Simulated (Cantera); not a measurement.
Charge: 1 mol Al2O3, 170 mol H2, 4.4 mol N2, equilibrated at 0.390 bar.

Equilibrium computed with Cantera from the NASA thermochemical tables; the gas is ideal and each condensed phase is pure. Candidate condensed phases: Al, AlN, Al2O3, H2O; 35 gas species. Mutual solubility and eutectic melting of coexisting phases are not modelled. Condensed phases not in the tables: aluminium oxynitride. The numbers say what is thermodynamically allowed, not how fast it happens.

x: gas mole fraction; n: condensed amount in mol.

```
T (°C)   x H2    x N2       x H    x H2O     x Al  n AlN(s)  n Al2O3(s)
------  -----  ------  --------  -------  -------  --------  ----------
1325    0.975  0.0252   8.41e-5  8.10e-6  3.65e-8       [?]       1.000
1375    0.975  0.0252  0.000141  1.00e-5  1.56e-7       [?]       0.999
1425    0.975  0.0252  0.000229  1.22e-5  6.10e-7       [?]       0.999
1475    0.974  0.0252  0.000361  1.47e-5  2.21e-6       [?]       0.999
1525    0.974  0.0252  0.000556  1.78e-5  7.18e-6         0       0.999
1575    0.974  0.0252  0.000838  3.12e-5  1.25e-5         0       0.998
1625    0.973  0.0252   0.00123  5.31e-5  2.10e-5         0       0.996
```

Task: Some entries are withheld; supply them.

Result: 
- 1325, n AlN(s): 0.000931
- 1375, n AlN(s): 0.00112
- 1425, n AlN(s): 0.00124
- 1475, n AlN(s): 0.00108
